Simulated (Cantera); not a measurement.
## Adiabatic ignition

An adiabatic, constant-volume homogeneous reactor starts with 7.06 % CO, 0.706 % H₂, 3.81 % CH₄, 18.6 % O₂, 69.8 % N₂, equivalence ratio 0.62, at 1123 K and 5.90 bar.

Computed with Cantera and GRI-Mech 3.0 (53 species, 325 reactions).

| t (s) | T (K) | P (bar) | x CO | x H₂ | x CH₄ | x HCO | x HCN | x H₂O₂ | x CO₂ |
|---|---|---|---|---|---|---|---|---|---|
| 3.00e-6 | 1123 | 5.90 | 0.0706 | 0.00706 | 0.0381 | <1e-12 | <1e-12 | 2.63e-12 | 3.73e-9 |
| 8.17e-6 | 1123 | 5.90 | 0.0706 | 0.00706 | 0.0381 | <1e-12 | <1e-12 | 2.17e-11 | 1.09e-8 |
| 2.23e-5 | 1123 | 5.90 | 0.0706 | 0.00706 | 0.0381 | <1e-12 | <1e-12 | 1.72e-10 | 3.39e-8 |
| 6.06e-5 | 1123 | 5.90 | 0.0706 | 0.00706 | 0.0381 | <1e-12 | <1e-12 | 1.37e-9 | 1.26e-7 |
| 0.000165 | 1123 | 5.90 | 0.0706 | 0.00706 | 0.0381 | <1e-12 | <1e-12 | 1.19e-8 | 6.95e-7 |
| 0.000450 | 1123 | 5.90 | 0.0706 | 0.00705 | 0.0381 | 7.18e-12 | <1e-12 | 1.71e-7 | 8.66e-6 |
| 0.00122 | 1128 | 5.93 | 0.0705 | 0.00696 | 0.0378 | 5.29e-10 | <1e-12 | 2.86e-6 | 0.000167 |
| 0.00334 | 2666 | 13.6 | 0.00895 | 0.00105 | <1e-12 | 6.05e-9 | 7.28e-11 | 7.71e-7 | 0.103 |
| 0.00909 | 2654 | 13.5 | 0.00871 | 0.00103 | <1e-12 | 5.64e-9 | 8.40e-11 | 7.39e-7 | 0.104 |
| 0.0247 | 2654 | 13.5 | 0.00871 | 0.00103 | <1e-12 | 5.64e-9 | 8.40e-11 | 7.39e-7 | 0.104 |
| 0.0674 | 2654 | 13.5 | 0.00871 | 0.00103 | <1e-12 | 5.64e-9 | 8.40e-11 | 7.39e-7 | 0.104 |
| 0.184 | 2654 | 13.5 | 0.00871 | 0.00103 | <1e-12 | 5.64e-9 | 8.40e-11 | 7.39e-7 | 0.104 |
| 0.500 | 2654 | 13.5 | 0.00871 | 0.00103 | <1e-12 | 5.64e-9 | 8.40e-11 | 7.39e-7 | 0.104 |
x: mole fraction; the columns are a selection and need not sum to one.

The time of steepest temperature rise is 2.57 ms. The temperature at 0.500 s comes out as 2654 K and the equilibrium temperature comes out as 2654 K. The x(CO) at 0.500 s comes out as 0.00871 (gas-phase equilibrium 0.00871). The x(H₂) at 0.500 s is 0.00103 (gas-phase equilibrium 0.00103) and the x(CH₄) at 0.500 s comes out as <1e-12 (gas-phase equilibrium <1e-12).
